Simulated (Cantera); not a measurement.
Charge: 1 mol Si2H6, 0.035 mol HCl, 49 mol N2, held at 977 °C and 0.280 bar.

These are equilibrium values from Cantera (NASA tables, ideal gas, pure condensed phases), not measurements of a reactor. Candidate condensed phases: NH4Cl, Si, Si3N4; 28 gas species. The feed counts by its element totals alone. N2 is the only nitrogen source here; it is nearly inert below about 1500 K, so the nitride shown seldom forms there in practice. Equilibrium is a limit: real reactors are often held back by kinetics, nucleation or transport.

**Question.** What is the equilibrium state?

**Answer.** 
| Quantity | Result |
|---|---|
| x(N2) | 0.940 |
| x(H2) | 0.0592 |
| x(HCl) | 0.000690 |
| n(Si3N4(s)) | 0.667 mol |
| gas amount | 50.70 mol |
| log10 activity of Si(s) (absent) | -4.21 |
